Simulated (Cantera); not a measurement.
A Cantera script and what it prints.

```python
import numpy as np
import cantera as ct

gas_names = """
    CL CL2 H HCL H2 Si SiCL SiCL2 SiCL3 SiCL4 SiH SiHCL3 SiH2 SiH2CL2 SiH3 SiH3CL SiH4 Si2 Si3
""".split()
cond_names = """
    Si(cr) Si(L)
""".split()


# ... load() reads the species with a 1 bar reference pressure and builds the phases ...
atoms = {
    'SiH2Cl2': {'Si': 1, 'H': 2, 'CL': 2},
    'HCl': {'H': 1, 'CL': 1},
    'H2': {'H': 2},
}
top_T = {}  # K; cautious upper limits of use, not melting points


# ... equilibrate(T, P, feed) seeds the gas with the atoms and calls Mixture.equilibrate('TP', solver="gibbs", rtol=1e-10, max_steps=50000) ...
results = []
feed = {'SiH2Cl2': 1, 'HCl': 0.29, 'H2': 17}  # mol
P = 31000  # Pa
for T in [898, 948, 998, 1048, 1098, 1148, 1198, 1248, 1298, 1348, 1398, 1448, 1498]:
    mix = equilibrate(T, P, feed)
    results.append((T, P, feed, dict(zip(mix.species_names, mix.species_moles))))
    x = sorted(zip(gas.X, gas.species_names), reverse=True)
    print(f"T = {T:g} K  P = {P:g} Pa  gas = {mix.phase_moles(0):.4g} mol")
    print("   x: " + "  ".join(f"{s} {v:.3e}" for v, s in x if v > 1e-06))
    print("   condensed (mol): " + ("  ".join(f"{mix.phase(i).name} {mix.phase_moles(i):.4g}"
          for i in range(1, mix.n_phases) if mix.phase_moles(i) > 1e-12) or "none"))
```

Result:

```
T = 898 K  P = 31000 Pa  gas = 18.67 mol
   x: H2 9.626e-01  SiCL4 1.945e-02  SiHCL3 1.296e-02  HCL 4.022e-03  SiH2CL2 8.163e-04  SiCL3 9.556e-05  SiCL2 2.272e-05  SiH3CL 1.253e-05
   condensed (mol): Si(cr) 0.3773
T = 948 K  P = 31000 Pa  gas = 18.68 mol
   x: H2 9.608e-01  SiCL4 1.902e-02  SiHCL3 1.249e-02  HCL 6.588e-03  SiH2CL2 8.307e-04  SiCL3 1.966e-04  SiCL2 6.875e-05  SiH3CL 1.379e-05
   condensed (mol): Si(cr) 0.3904
T = 998 K  P = 31000 Pa  gas = 18.7 mol
   x: H2 9.581e-01  SiCL4 1.832e-02  SiHCL3 1.192e-02  HCL 1.021e-02  SiH2CL2 8.349e-04  SiCL3 3.709e-04  SiCL2 1.841e-04  SiH3CL 1.492e-05
   condensed (mol): Si(cr) 0.408
T = 1048 K  P = 31000 Pa  gas = 18.73 mol
   x: H2 9.545e-01  SiCL4 1.727e-02  HCL 1.505e-02  SiHCL3 1.120e-02  SiH2CL2 8.268e-04  SiCL3 6.454e-04  SiCL2 4.419e-04  SiH3CL 1.588e-05
   condensed (mol): Si(cr) 0.4304
T = 1098 K  P = 31000 Pa  gas = 18.77 mol
   x: H2 9.499e-01  HCL 2.120e-02  SiCL4 1.580e-02  SiHCL3 1.030e-02  SiCL3 1.039e-03  SiCL2 9.603e-04  SiH2CL2 8.037e-04  SiH3CL 1.661e-05
   condensed (mol): Si(cr) 0.457
T = 1148 K  P = 31000 Pa  gas = 18.83 mol
   x: H2 9.441e-01  HCL 2.859e-02  SiCL4 1.387e-02  SiHCL3 9.192e-03  SiCL2 1.899e-03  SiCL3 1.545e-03  SiH2CL2 7.629e-04  SiH3CL 1.705e-05
   condensed (mol): Si(cr) 0.4862
T = 1198 K  P = 31000 Pa  gas = 18.89 mol
   x: H2 9.374e-01  HCL 3.693e-02  SiCL4 1.152e-02  SiHCL3 7.868e-03  SiCL2 3.425e-03  SiCL3 2.112e-03  SiH2CL2 7.023e-04  SiH3CL 1.714e-05
   condensed (mol): Si(cr) 0.5155
T = 1248 K  P = 31000 Pa  gas = 18.96 mol
   x: H2 9.302e-01  HCL 4.566e-02  SiCL4 8.889e-03  SiHCL3 6.378e-03  SiCL2 5.626e-03  SiCL3 2.633e-03  SiH2CL2 6.218e-04  SiH3CL 1.681e-05
   condensed (mol): Si(cr) 0.5418
T = 1298 K  P = 31000 Pa  gas = 19.04 mol
   x: H2 9.230e-01  HCL 5.398e-02  SiCL2 8.398e-03  SiCL4 6.260e-03  SiHCL3 4.832e-03  SiCL3 2.966e-03  SiH2CL2 5.253e-04  SiH3CL 1.605e-05  H 1.849e-06
   condensed (mol): Si(cr) 0.5621
T = 1348 K  P = 31000 Pa  gas = 19.11 mol
   x: H2 9.167e-01  HCL 6.103e-02  SiCL2 1.140e-02  SiCL4 3.983e-03  SiHCL3 3.396e-03  SiCL3 3.007e-03  SiH2CL2 4.218e-04  SiH3CL 1.490e-05  H 3.979e-06
   condensed (mol): Si(cr) 0.5753
T = 1398 K  P = 31000 Pa  gas = 19.17 mol
   x: H2 9.119e-01  HCL 6.625e-02  SiCL2 1.418e-02  SiCL3 2.765e-03  SiCL4 2.303e-03  SiHCL3 2.225e-03  SiH2CL2 3.231e-04  SiH3CL 1.349e-05  H 8.116e-06
   condensed (mol): Si(cr) 0.5819
T = 1448 K  P = 31000 Pa  gas = 19.21 mol
   x: H2 9.087e-01  HCL 6.964e-02  SiCL2 1.643e-02  SiCL3 2.356e-03  SiHCL3 1.386e-03  SiCL4 1.241e-03  SiH2CL2 2.391e-04  H 1.578e-05  SiH3CL 1.199e-05
   condensed (mol): Si(cr) 0.5837
T = 1498 K  P = 31000 Pa  gas = 19.24 mol
   x: H2 9.067e-01  HCL 7.158e-02  SiCL2 1.812e-02  SiCL3 1.914e-03  SiHCL3 8.405e-04  SiCL4 6.452e-04  SiH2CL2 1.739e-04  H 2.939e-05  SiH3CL 1.056e-05  CL 1.871e-06  SiH2 1.324e-06  SiCL 1.006e-06
   condensed (mol): Si(cr) 0.5824
```

Method: chemical equilibrium by Gibbs-energy minimisation in Cantera with the NASA 1993 tables (ideal gas, pure condensed phases). The tables' values for SiCl3 are old estimates; treat these amounts as uncertain.
